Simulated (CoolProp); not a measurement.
Vapour-liquid equilibrium of propane (1) + cyclopropane (2) at 280.9 K; x and y are mole fractions of (1).

Computed with CoolProp (multi-fluid Helmholtz-energy mixture model, Lemmon 2009 and Polt 1992; pair parameters Bell 2016). This equation is an older, rougher fit; its heat capacities, sound speeds and derivatives of the liquid may be far off and weren't checked against measurements.

**Question.** Give the bubble pressure and the first vapour's composition at x = 0.35, 0.65, 0.8. Is there an azeotrope?

**Answer.** x = 0.35: 5.296 bar, y = 0.433; x = 0.65: 5.763 bar, y = 0.694; x = 0.8: 5.901 bar, y = 0.818. No azeotrope shows between x = 0.05 and 0.95.

Pair parameters are fitted to limited data, so mixtures are less certain than the pure fluids.
